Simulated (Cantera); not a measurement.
A perfectly stirred reactor is fed with C₂H₄ : O₂ : N₂ : CH₄ = 0.0053 : 0.0027 : 1 : 0.01 (molar parts), equivalence ratio 13, at 10.0 bar; it is held at 1475 K, and followed from long to short residence time.

Model: GRI-Mech 3.0 (53 species, 325 reactions), integrated in Cantera. GRI-Mech 3.0 was tuned for natural gas; its chemistry of ethylene as a main component is partial and can be far from experiment. GRI-Mech 3.0 stops at C3 and has no aromatics, soot or wall deposition, so with more carbon than oxygen in the feed, carbon stays in small species such as C2H2 where larger ones or solid carbon would form.

### Question
Predict: x(C₂H₄) at τ = 4.70 s; x(O₂) at τ = 4.70 s; x(CO₂) at τ = 4.70 s; x(CH₂CO) at τ = 4.70 s; x(C₂H₄) at τ = 20.0 ms; x(O₂) at τ = 20.0 ms; x(CO₂) at τ = 20.0 ms; x(NO) at τ = 20.0 ms; x(CH₂CO) at τ = 20.0 ms.

### Answer
- x(C₂H₄) at τ = 4.70 s: 0.000330
- x(O₂) at τ = 4.70 s: 1.17e-5
- x(CO₂) at τ = 4.70 s: 0.000166
- x(CH₂CO) at τ = 4.70 s: 7.67e-7
- x(C₂H₄) at τ = 20.0 ms: 0.00162
- x(O₂) at τ = 20.0 ms: 0.000814
- x(CO₂) at τ = 20.0 ms: 0.000114
- x(NO) at τ = 20.0 ms: 2.03e-9
- x(CH₂CO) at τ = 20.0 ms: 4.81e-5
